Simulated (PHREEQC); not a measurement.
Make-up at 25 °C: 0.071 mol HBr, 0.00046 mol FeCl3 and 0.015 mol H3BO3 per kg of water. Closed to the air; pH follows from the charge balance.

All values are PHREEQC results (ion-association model, wateq4f.dat), not measurements.

This is a speciation only: nothing precipitates in the calculation.

**Question.** Order these Fe species by the share of Fe that they hold, largest first: FeCl+2, Fe+3, FeOH+2.

**Answer.** Fe+3 (93 %), FeOH+2 (5.0 %), FeCl+2 (1.5 %)

The pH is 1.23 and the ionic strength 0.0737 mol/kgw. Saturation is exceeded, for instance for Hematite (slow to form), Goethite (slow to form); the values hold only as long as no solid forms. Complexes and solids missing from the database can't appear.
